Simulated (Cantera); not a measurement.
An adiabatic, constant-pressure homogeneous reactor starts with 13.0 % CO, 9.09 % H₂, 6.49 % O₂, 71.4 % N₂, at 1450 K and 1.00 bar.

Cantera simulation using GRI-Mech 3.0 (53 species, 325 reactions); the numbers are that mechanism's predictions, not measurements.

x: mole fraction; the columns are a selection and need not sum to one.

```
t (s)     T (K)    x CO    x H₂      x O₂      x NO       x N₂O
--------  -----  ------  ------  --------  --------  ----------
6.00e-6    1450   0.130  0.0909    0.0649    <1e-12      <1e-12
1.33e-5    1450   0.130  0.0909    0.0649    <1e-12    5.55e-12
2.93e-5    1455   0.129  0.0843    0.0618   3.34e-9  (withheld)
6.48e-5    1731  0.0917  0.0191    0.0130   1.84e-5  (withheld)
0.000143   1962  0.0849  0.0212   0.00805   5.70e-5     4.45e-8
0.000317   2136  0.0840  0.0202   0.00503   9.69e-5     4.20e-8
0.000701   2259  0.0819  0.0190   0.00244  0.000145  (withheld)
0.00155    2332  0.0803  0.0182  0.000896  0.000200  (withheld)
0.00343    2364  0.0797  0.0180  0.000316  0.000247     2.78e-8
0.00757    2373  0.0796  0.0179  0.000192  0.000289     2.60e-8
0.0167     2373  0.0796  0.0180  0.000182  0.000350     2.64e-8
0.0370     2373  0.0797  0.0180  0.000180  0.000438     2.73e-8
0.0818     2372  0.0797  0.0180  0.000179  0.000506     2.82e-8
0.181      2372  0.0797  0.0180  0.000178  0.000521     2.84e-8
0.400      2372  0.0797  0.0180  0.000178  0.000522     2.85e-8
```

**Question.** Complete the blanks.

**Answer.** 
- 2.93e-5, x N₂O: 2.04e-9
- 6.48e-5, x N₂O: 5.12e-8
- 0.000701, x N₂O: 3.76e-8
- 0.00155, x N₂O: 3.25e-8
